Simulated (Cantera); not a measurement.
A closed system holds: 1 mol Fe3O4, 0.84 mol CH4, 1.4 mol N2, 4.9 mol CO, equilibrated at 1648.15 K and 18.0 mbar.

These are equilibrium values from Cantera (NASA tables, ideal gas, pure condensed phases), not measurements of a reactor. Candidate condensed phases: C, C6H6, C7H8, C8H18, Fe, Fe(CO)5, FeO, Fe(OH)2, Fe(OH)3, Fe2O3, Fe3O4, H2O; 140 gas species. Mutual solubility and eutectic melting of coexisting phases are not modelled. The tables' stoichiometric FeO is somewhat more stable than real wüstite, so its field is too wide. FeO: taken at fixed stoichiometry. Kinetics and transport are ignored.

Base state: CO 0.567, N2 0.159, H2 0.129, CO2 0.0841, H2O 0.0613, H 0.000239, Fe 0.000145 (mole fractions); condensed: Fe(γ) + FeO(s).

Problem. What changes in the equilibrium state with this change: Fe3O4 replaced by Fe2O3?

Solution. 
```csv
species,before,after
CO,0.567,0.567
N2,0.159,0.159
H2,0.129,0.129
CO2,0.0841,0.0841
H2O,0.0613,0.0613
Fe,0.000145,0.000145
H,0.000239,0.000239
"Fe(γ), mol",1.12,1.12
"FeO(s), mol",1.88,0.877
```
